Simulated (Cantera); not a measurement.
Thermodynamics of silicon nitride deposition, feed trisilylamine + NH₃ + N₂

Feed: 1 mol trisilylamine, 0.37 mol NH₃, 0.56 mol N₂, held at 12.0 mbar.

Equilibrium computed with Cantera from the NASA thermochemical tables; the gas is ideal and each condensed phase is pure. Candidate condensed phases: Si, Si₃N₄; 18 gas species. The feed counts by its element totals alone. Mutual solubility and eutectic melting of coexisting phases are not modelled. Gases not in the tables: Si₂H₆ and higher silanes. Rates play no part.

From 1075 K to 1675 K the condensed part is Si(s) + Si₃N₄(s).

```tsv
T (K)	log p H₂	log p N₂	log p H	log p Si	log p SiH₂	log p SiH	n Si(s)	n Si₃N₄(s)
1075	-1.92	-9.43	-8.79	<-13	-11.07	-13.52	1.13	0.623
1125	-1.92	-8.62	-8.31	-13.15	-10.55	-12.72	1.13	0.622
1175	-1.92	-7.89	-7.87	-12.27	-10.07	-11.98	1.13	0.622
1225	-1.92	-7.22	-7.47	-11.46	-9.63	-11.31	1.13	0.622
1275	-1.92	-6.59	-7.09	-10.71	-9.23	-10.70	1.13	0.622
1325	-1.92	-6.02	-6.75	-10.03	-8.85	-10.13	1.13	0.622
1375	-1.92	-5.49	-6.43	-9.39	-8.51	-9.60	1.13	0.622
1425	-1.92	-5.00	-6.13	-8.79	-8.19	-9.11	1.14	0.620
1475	-1.92	-4.54	-5.85	-8.24	-7.89	-8.65	1.15	0.616
1525	-1.92	-4.11	-5.59	-7.72	-7.61	-8.22	1.18	0.606
1575	-1.93	-3.71	-5.35	-7.24	-7.35	-7.83	1.26	0.581
1625	-1.94	-3.34	-5.12	-6.79	-7.12	-7.46	1.43	0.522
1675	-1.96	-2.99	-4.92	-6.36	-6.91	-7.12	1.84	0.386
```
log p: log10 of the partial pressure in bar; n: condensed amount in mol.
